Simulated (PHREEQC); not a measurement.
Make-up at 25 °C: 0.25 mol CuSO4, 0.049 mol HNO3 and 0.13 mol NaCl per kg of water. Closed to the air; pH follows from the charge balance.

Equilibrium calculation in PHREEQC: ion-association model, phreeqc.dat.

No solid was allowed to form.

Problem. Order these Cu species by the share of Cu that they hold, largest first: CuCl+, Cu+2, CuSO4.

Solution. Cu+2 (54 %), CuSO4 (42 %), CuCl+ (4.0 %)

The pH is 1.89 and the ionic strength 0.655 mol/kgw. Complexes and solids missing from the database can't appear.
